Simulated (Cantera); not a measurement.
# Equilibrium for fluorocarbon and chlorocarbon gases: CF₄ + F₂

A closed system holds: 1 mol CF₄, 0.19 mol F₂, equilibrated at 0.100 bar.

These are equilibrium values from Cantera (NASA tables, ideal gas, pure condensed phases), not measurements of a reactor. Candidate condensed phases: C; 13 gas species. Gases not in the tables: C₂F₆ and larger saturated fluorocarbons. Equilibrium is a limit: real reactors are often held back by kinetics, nucleation or transport.

```json
[
 {"T (K)": "1000", "x CF₄": "0.799", "x F": "0.0992", "x CF₂": "<1e-12", "x F₂": "0.102", "x CF₃": "<1e-12", "x CF": "<1e-12"},
 {"T (K)": "1150", "x CF₄": "0.750", "x F": "0.214", "x CF₂": "<1e-12", "x F₂": "0.0356", "x CF₃": "<1e-12", "x CF": "<1e-12"},
 {"T (K)": "1300", "x CF₄": "0.730", "x F": "0.263", "x CF₂": "<1e-12", "x F₂": "0.00726", "x CF₃": "2.10e-12", "x CF": "<1e-12"},
 {"T (K)": "1450", "x CF₄": "0.726", "x F": "0.273", "x CF₂": "<1e-12", "x F₂": "0.00159", "x CF₃": "3.67e-10", "x CF": "<1e-12"},
 {"T (K)": "1600", "x CF₄": "0.725", "x F": "0.275", "x CF₂": "1.55e-11", "x F₂": "0.000439", "x CF₃": "2.48e-8", "x CF": "<1e-12"},
 {"T (K)": "1750", "x CF₄": "0.725", "x F": "0.275", "x CF₂": "5.47e-9", "x F₂": "0.000150", "x CF₃": "8.19e-7", "x CF": "<1e-12"},
 {"T (K)": "1900", "x CF₄": "0.725", "x F": "0.275", "x CF₂": "7.64e-7", "x F₂": "6.02e-5", "x CF₃": "1.55e-5", "x CF": "2.82e-12"},
 {"T (K)": "2050", "x CF₄": "0.724", "x F": "0.276", "x CF₂": "5.15e-5", "x F₂": "2.76e-5", "x CF₃": "0.000191", "x CF": "2.14e-9"},
 {"T (K)": "2200", "x CF₄": "0.717", "x F": "0.279", "x CF₂": "0.00188", "x F₂": "1.44e-5", "x CF₃": "0.00163", "x CF": "6.25e-7"},
 {"T (K)": "2350", "x CF₄": "0.638", "x F": "0.324", "x CF₂": "0.0295", "x F₂": "1.08e-5", "x CF₃": "0.00823", "x CF": "5.24e-5"},
 {"T (K)": "2500", "x CF₄": "0.375", "x F": "0.477", "x CF₂": "0.129", "x F₂": "1.38e-5", "x CF₃": "0.0173", "x CF": "0.000779"},
 {"T (K)": "2650", "x CF₄": "0.104", "x F": "0.639", "x CF₂": "0.236", "x F₂": "1.56e-5", "x CF₃": "0.0156", "x CF": "0.00442"},
 {"T (K)": "2800", "x CF₄": "0.0154", "x F": "0.698", "x CF₂": "0.263", "x F₂": "1.23e-5", "x CF₃": "0.00780", "x CF": "0.0161"}
]
```
x: gas mole fraction; nothing condenses.

From 1000 K to 2800 K nothing is condensed. The main C-bearing gas is CF₄ at 1000 K and CF₂ at 2800 K.
